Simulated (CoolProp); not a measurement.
R404A along the isobar 5.38 MPa: Z from the reference equation and from simpler models built on Tc = 345.3 K, pc = 3.735 MPa, ω = 0.293; each cubic takes its own stable root.

Values from CoolProp's reference Helmholtz-energy equation of state, Lemmon 2003. It is a pseudo-pure fit of the blend.

| T (K) | phase | reference |
|---|---|---|
| 206.9 | liquid | 0.2215 |
| 225.6 | liquid | 0.2113 |
| 244.4 | liquid | 0.2036 |
| 263.2 | liquid | 0.1983 |
| 282 | liquid | 0.1955 |
| 300.7 | liquid | 0.1957 |
| 319.5 | liquid | 0.2004 |
| 338.3 | liquid | 0.2144 |
| 357 | supercritical | 0.2661 |
| 375.8 | supercritical | 0.4882 |
| 394.6 | supercritical | 0.6222 |
| 413.4 | supercritical | 0.7035 |
| 432.1 | supercritical | 0.7606 |

Task: How far does each simpler model (van der Waals, Redlich-Kwong) lie from the reference over these 13 states: mean and median of the absolute difference, and the worst?

Result: 
- van der Waals: mean 45.5 %, median 60.8 %, worst +70.9 % at 206.9 K and 5.38 MPa
- Redlich-Kwong: mean 15.0 %, median 18.2 %, worst +24.9 % at 338.3 K and 5.38 MPa
